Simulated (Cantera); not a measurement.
## Ignition delay

Mixture: CH3OH : O2 : N2 = 1 : 0.789 : 2.53 (molar parts), equivalence ratio 1.9, at 500000 Pa, adiabatic and at constant pressure. Ignition delay is the time to a rise of 400 K.

Cantera simulation using GRI-Mech 3.0 (53 species, 325 reactions); the numbers are that mechanism's predictions, not measurements. GRI-Mech 3.0 was tuned for natural gas; its chemistry of methanol as a main component is partial and can be far from experiment.

| T0 (K) | delay (ms) |
|---|---|
| 1100 | 13.2 |
| 1200 | 2.09 |
| 1300 | 0.448 |
| 1400 | 0.123 |
| 1500 | 0.0420 |
| 1600 | 0.0171 |
| 1700 | 0.00802 |

```
Property                                                 Value
--------------------------------------------------  ----------
apparent activation energy between 1500 and 1700 K  180 kJ/mol
```
